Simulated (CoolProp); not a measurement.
Vapour-liquid equilibrium of m-xylene (1) + o-xylene (2) at 0.0915 MPa; x and y are mole fractions of (1).

Values from CoolProp's multi-fluid Helmholtz-energy mixture model, Zhou 2012 and Zhou 2012; pair parameters Bell 2016.

| x | bubble temperature (°C) | y at the bubble point | dew temperature at overall composition x (°C) | liquid density (mol/L) |
|---|---|---|---|---|
| 0.05 | 140.3 | 0.056 | 140.3 | 7.276 |
| 0.2 | 139.5 | 0.222 | 139.6 | 7.256 |
| 0.35 | 138.7 | 0.383 | 138.8 | 7.236 |
| 0.5 | 137.8 | 0.536 | 138.0 | 7.216 |
| 0.65 | 137.0 | 0.682 | 137.2 | 7.196 |
| 0.8 | 136.2 | 0.821 | 136.4 | 7.176 |
| 0.95 | 135.5 | 0.956 | 135.6 | 7.156 |

No azeotrope shows between x = 0.05 and 0.95.

Pair parameters are fitted to limited data, so mixtures are less certain than the pure fluids.
